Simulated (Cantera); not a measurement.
A perfectly stirred reactor is fed with 4.88 % H2, 5.95 % O2, 89.2 % N2, equivalence ratio 0.41, at 18000 Pa; it is held at 1025 K, and followed from long to short residence time.

Cantera simulation using the H2/O2 subset of GRI-Mech 3.0, which has no nitrogen chemistry; the numbers are that mechanism's predictions, not measurements. The temperature is held fixed by assumption; the heat of reaction is taken as removed at once.

x: mole fraction; the columns are a selection and need not sum to one.

```
τ (s)         x H2    x O2         x O        x OH       x H2O
------  ----------  ------  ----------  ----------  ----------
22         4.06e-5  0.0360     5.81e-6     2.13e-5      0.0499
6.2        9.36e-5  0.0360     1.39e-5     3.25e-5      0.0499
1.7       0.000213  0.0360     3.34e-5     5.13e-5      0.0497
0.47      0.000464  0.0361     7.66e-5     8.31e-5      0.0494
0.13    (withheld)  0.0363  (withheld)  (withheld)      0.0488
0.035      0.00205  0.0368    0.000361    0.000233      0.0474
0.0098     0.00414  0.0379    0.000717    0.000380      0.0446
0.0027  (withheld)  0.0402  (withheld)  (withheld)  (withheld)
```

### Question
Fill in the missing entries.

### Answer

- 0.13, x H2: 0.000979
- 0.13, x O: 0.000169
- 0.13, x OH: 0.000138
- 0.0027, x H2: 0.00837
- 0.0027, x O: 0.00130
- 0.0027, x OH: 0.000575
- 0.0027, x H2O: 0.0386
